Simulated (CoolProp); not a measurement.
Computed with CoolProp (reference Helmholtz-energy equation of state, Gao 2022).

### Question
For n-perfluorohexane, give the phase and the density (kg/m³), cp (kJ/(kg K)), cv (kJ/(kg K)), Joule-Thomson coefficient (K/MPa) at 102.55 °C and 1.01 bar.

### Answer
- 102.55 °C and 1.01 bar: gas; density 11.4, cp 0.933, cv 0.903, Joule-Thomson coefficient 13.8
